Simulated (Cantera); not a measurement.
A Cantera script and what it prints.

```python
import numpy as np
import cantera as ct

gas_names = """
    H H2 H2S Ni NiS S SH S2 S8
""".split()
cond_names = """
    Ni(cr) Ni(L) NiS(b) NiS(a) NiS(L) NiS2(s) NiS2(L) Ni3S2(I) Ni3S2(II) Ni3S2(L) Ni3S4(s) S(cr1) S(cr2)
    S(L)
""".split()


# ... load() reads the species with a 1 bar reference pressure and builds the phases ...
atoms = {
    'Ni': {'Ni': 1},
    'H2S': {'H': 2, 'S': 1},
    'H2': {'H': 2},
}
top_T = {'Ni3S4(s)': 620}  # K; cautious upper limits of use, not melting points


# ... equilibrate(T, P, feed) seeds the gas with the atoms and calls Mixture.equilibrate('TP', solver="vcs", rtol=1e-11, max_steps=5000) ...
results = []
feed = {'Ni': 1, 'H2S': 0.0046, 'H2': 4.8}  # mol
T = 1398  # K
P = 1400  # Pa
mix = equilibrate(T, P, feed)
results.append((T, P, feed, dict(zip(mix.species_names, mix.species_moles))))
print(gas.report(threshold=1e-05))
for i in range(1, mix.n_phases):
    print(f"{mix.phase(i).name:16s} {mix.phase_moles(i):12.5e} mol")
```

Result:

```
       temperature   1398 K
          pressure   1400 Pa
           density   0.00024651 kg/m^3
  mean mol. weight   2.0467 kg/kmol
   phase of matter   gas

                          1 kg             1 kmol
                     ---------------   ---------------
          enthalpy        1.6153e+07        3.3059e+07  J
   internal energy        1.0473e+07        2.1435e+07  J
           entropy        1.0372e+05        2.1228e+05  J/K
    Gibbs function       -1.2885e+08        -2.637e+08  J
 heat capacity c_p             15616             31960  J/K
 heat capacity c_v             11553             23645  J/K

                      mass frac. Y      mole frac. X     chem. pot. / RT
                     ---------------   ---------------   ---------------
                 H        1.9686e-05        3.9971e-05           -11.335
                H2           0.98404             0.999            -22.67
               H2S          0.015657        0.00094041           -41.261
                SH        0.00021835        1.3514e-05           -29.926
     [   +5 minor]        6.3947e-05        2.1205e-06

Ni(cr)            9.99998e-01 mol
NiS(L)            0.00000e+00 mol
NiS2(L)           0.00000e+00 mol
Ni3S2(L)          0.00000e+00 mol
S(L)              0.00000e+00 mol
```

These are equilibrium values from Cantera (NASA tables, ideal gas, pure condensed phases), not measurements of a reactor.
